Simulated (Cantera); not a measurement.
**Premixed flame**

A freely propagating, adiabatic, planar premixed flame of 49.2 % H₂, 10.7 % O₂, 40.2 % N₂, unburnt at 675 K and 660000 Pa; multicomponent+Soret transport, grid criteria slope 0.08 and curve 0.16, no radiation.

Detailed kinetics in Cantera: the H2/O2 subset of GRI-Mech 3.0, which has no nitrogen chemistry. The hydrogen kinetics of GRI-Mech 3.0 are dated; newer H2 mechanisms differ, most at raised pressure. Burning velocities carry a grid error of a few per cent, more on coarse grids.

```json
[
 {"z (mm)": "-0.129", "T (K)": "675", "u (m/s)": "10.3", "x H₂": "0.492", "x O₂": "0.107", "x OH": "<1e-8", "x HO₂": "<1e-8", "x H₂O₂": "<1e-8", "x O": "<1e-8"},
 {"z (mm)": "-0.0858", "T (K)": "675", "u (m/s)": "10.3", "x H₂": "0.492", "x O₂": "0.107", "x OH": "<1e-8", "x HO₂": "<1e-8", "x H₂O₂": "<1e-8", "x O": "<1e-8"},
 {"z (mm)": "-0.0644", "T (K)": "675", "u (m/s)": "10.3", "x H₂": "0.491", "x O₂": "0.107", "x OH": "<1e-8", "x HO₂": "1.08e-7", "x H₂O₂": "<1e-8", "x O": "<1e-8"},
 {"z (mm)": "-0.0429", "T (K)": "676", "u (m/s)": "10.3", "x H₂": "0.490", "x O₂": "0.107", "x OH": "<1e-8", "x HO₂": "4.33e-6", "x H₂O₂": "2.88e-8", "x O": "2.05e-8"},
 {"z (mm)": "-0.0215", "T (K)": "733", "u (m/s)": "10.8", "x H₂": "0.470", "x O₂": "0.109", "x OH": "8.73e-5", "x HO₂": "0.000678", "x H₂O₂": "1.52e-5", "x O": "1.82e-5"},
 {"z (mm)": "-0.0107", "T (K)": "997", "u (m/s)": "14.2", "x H₂": "0.434", "x O₂": "0.101", "x OH": "0.000764", "x HO₂": "0.000656", "x H₂O₂": "4.17e-5", "x O": "0.000300"},
 {"z (mm)": "0", "T (K)": "1384", "u (m/s)": "19.5", "x H₂": "0.373", "x O₂": "0.0689", "x OH": "0.00185", "x HO₂": "0.000319", "x H₂O₂": "1.34e-5", "x O": "0.00149"},
 {"z (mm)": "0.0107", "T (K)": "1664", "u (m/s)": "23.3", "x H₂": "0.313", "x O₂": "0.0301", "x OH": "0.00310", "x HO₂": "0.000131", "x H₂O₂": "2.86e-6", "x O": "0.00184"},
 {"z (mm)": "0.0215", "T (K)": "1807", "u (m/s)": "25.2", "x H₂": "0.285", "x O₂": "0.0102", "x OH": "0.00350", "x HO₂": "4.30e-5", "x H₂O₂": "1.45e-6", "x O": "0.00114"},
 {"z (mm)": "0.0429", "T (K)": "1930", "u (m/s)": "26.8", "x H₂": "0.278", "x O₂": "0.00127", "x OH": "0.00352", "x HO₂": "5.14e-6", "x H₂O₂": "6.02e-7", "x O": "0.000521"},
 {"z (mm)": "0.0858", "T (K)": "2032", "u (m/s)": "28.1", "x H₂": "0.285", "x O₂": "0.000150", "x OH": "0.00311", "x HO₂": "7.50e-7", "x H₂O₂": "2.89e-7", "x O": "0.000290"},
 {"z (mm)": "0.172", "T (K)": "2120", "u (m/s)": "29.1", "x H₂": "0.293", "x O₂": "5.19e-5", "x OH": "0.00239", "x HO₂": "3.15e-7", "x H₂O₂": "1.44e-7", "x O": "0.000141"},
 {"z (mm)": "0.343", "T (K)": "2186", "u (m/s)": "29.9", "x H₂": "0.299", "x O₂": "2.09e-5", "x OH": "0.00162", "x HO₂": "1.32e-7", "x H₂O₂": "6.69e-8", "x O": "5.71e-5"}
]
```
x: mole fraction of selected species; z is measured from the peak of heat release.

```
Item                          Value
------------------------  ---------
laminar burning velocity  1030 cm/s
thermal thickness         0.0429 mm
peak x(OH)                  0.00355
peak x(HO₂)                0.000872
peak x(H₂O₂)                4.20e-5
peak x(O)                   0.00193
```
